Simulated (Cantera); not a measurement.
Feed: 1 mol SiH2Cl2, a varied amount of NH3, 1.3 mol N2, held at 1098.15 K and 32.0 Pa.

Equilibrium computed with Cantera from the NASA thermochemical tables; the gas is ideal and each condensed phase is pure. Candidate condensed phases: NH4Cl, Si, Si3N4; 28 gas species. The tables' values for SiCl3 are old estimates; treat these amounts as uncertain. Equilibrium is a limit: real reactors are often held back by kinetics, nucleation or transport.

x: gas mole fraction; n: condensed amount in mol.

| n(NH3) (mol) | x HCl | x H2 | x N2 | x SiCl4 | x SiCl3 | x SiCl2 | x SiHCl3 | n Si3N4(s) |
|---|---|---|---|---|---|---|---|---|
| 0.32 | 0.471 | 0.221 | 0.270 | 0.0348 | 0.00155 | 0.000970 | 0.000238 | 0.293 |
| 0.38 | 0.467 | 0.233 | 0.267 | 0.0303 | 0.00140 | 0.000910 | 0.000221 | 0.296 |
| 0.46 | 0.460 | 0.249 | 0.263 | 0.0253 | 0.00123 | [?] | 0.000200 | 0.301 |
| 0.55 | 0.451 | 0.266 | 0.260 | 0.0207 | 0.00106 | [?] | 0.000178 | 0.305 |
| 0.66 | 0.439 | 0.286 | 0.257 | 0.0162 | 0.000882 | [?] | 0.000154 | 0.310 |
| 0.79 | 0.424 | 0.308 | 0.254 | 0.0122 | 0.000714 | [?] | 0.000129 | 0.314 |
| 0.95 | 0.405 | 0.334 | 0.252 | 0.00870 | 0.000554 | [?] | 0.000105 | 0.318 |
| 1.1 | 0.386 | 0.356 | 0.250 | 0.00640 | 0.000441 | [?] | 8.59e-5 | 0.322 |
| 1.4 | 0.352 | 0.395 | 0.248 | 0.00361 | 0.000287 | [?] | 5.89e-5 | 0.326 |

Q: Some entries are withheld; supply them.

A: 
- 0.46, x SiCl2: 0.000835
- 0.55, x SiCl2: 0.000758
- 0.66, x SiCl2: 0.000673
- 0.79, x SiCl2: 0.000587
- 0.95, x SiCl2: 0.000497
- 1.1, x SiCl2: 0.000427
- 1.4, x SiCl2: 0.000321
